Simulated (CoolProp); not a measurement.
R245fa along the isobar 5.29 MPa: density (kg/m³) from the reference equation and from simpler models built on Tc = 153.9 °C, pc = 3.651 MPa, ω = 0.378; each cubic takes its own stable root.

Computed with CoolProp (reference Helmholtz-energy equation of state, Akasaka 2015).

```
T (°C)          phase  reference  van der Waals  Redlich-Kwong  Soave-Redlich-Kwong  Peng-Robinson
------  -------------  ---------  -------------  -------------  -------------------  -------------
63.65          liquid       1249          770.4           1073                 1133           1280
72.25          liquid       1224          757.2              ?                 1106           1250
80.85          liquid       1197          743.4           1021                 1078           1218
89.45          liquid       1169          728.9          992.8                 1047           1183
98.05          liquid       1139          713.8              ?                 1015           1146
106.65         liquid       1108          697.7          931.8                979.9           1106
115.25         liquid       1074              ?          898.4                941.9           1061
123.85         liquid       1037          662.6          862.5                900.2           1013
132.45         liquid      995.8          643.1          823.6                853.9              ?
141.05         liquid      948.8          621.9          781.0                801.7          896.6
149.65         liquid      893.2          598.6          733.4                741.3          824.9
158.25  supercritical      823.1          572.5          679.0                669.1          738.6
166.85  supercritical      724.8          542.8          615.2                579.2          630.9
```

Fill in the missing entries.


- 72.25, Redlich-Kwong: 1048
- 98.05, Redlich-Kwong: 963.2
- 115.25, van der Waals: 680.8
- 132.45, Peng-Robinson: 958.4
